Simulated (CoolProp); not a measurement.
A single-stage vapour-compression cycle with R21: evaporating at 265.15 K (dew point), condensing at 310.15 K (bubble point), superheat 8 K, subcooling 2 K, compressor efficiency 0.6, no pressure losses. Each further row changes one setting.

Model: reference Helmholtz-energy equation of state, Platzer 1990, in CoolProp. This equation is an older, rougher fit; its heat capacities, sound speeds and derivatives of the liquid may be far off and weren't checked against measurements.

```tsv
case	cooling COP	pressure ratio	discharge temperature (K)	refrigerating effect (kJ/kg)	volumetric capacity (kJ/m³)
as stated	3.08	5.37	384.8	208	483
evaporating temperature 270.15 K	3.59	4.31	375.7	211	600
condensing temperature 305.15 K	3.53	4.58	373.9	214	496
subcooling 7 K	3.16	5.37	384.8	214	496
superheat 18 K	3.05	5.37	396.9	214	478
compressor efficiency 0.5	2.57	5.37	404.1	208	483
```
